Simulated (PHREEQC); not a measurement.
Solution (25 °C): 0.0012 mol CuSO4, 0.00043 mol HCl and 0.0043 mol NaCl per kg of water. Closed to the air; pH follows from the charge balance.

Equilibrium calculation in PHREEQC: ion-association model, wateq4f.dat.

```json
[
 {"quantity": "pH", "before": "3.43", "after": "3.43"},
 {"quantity": "ionic strength (mol/kgw)", "before": "0.00899", "after": "0.00509"},
 {"quantity": "HSO4- (mol/kgw)", "before": "2.81e-5", "after": "3.02e-5"},
 {"quantity": "NaSO4- (mol/kgw)", "before": "1.53e-5", "after": "1.66e-6"},
 {"quantity": "SI of Halite (NaCl)", "before": "-6.36", "after": "-8.08"},
 {"quantity": "SI of Mirabilite (Na2SO4:10H2O)", "before": "-6.85", "after": "-8.80"}
]
```

Task: Name the change that produced these shifts.
A. HCl replaced by FeCl3 at the same molality
B. HCl from 0.00043 to 8.6e-05 mol/kgw
C. CuSO4 replaced by ZnSO4 at the same molality
D. NaCl from 0.0043 to 0.00043 mol/kgw

Result: D, NaCl from 0.0043 to 0.00043 mol/kgw

This is a speciation only: nothing precipitates in the calculation.
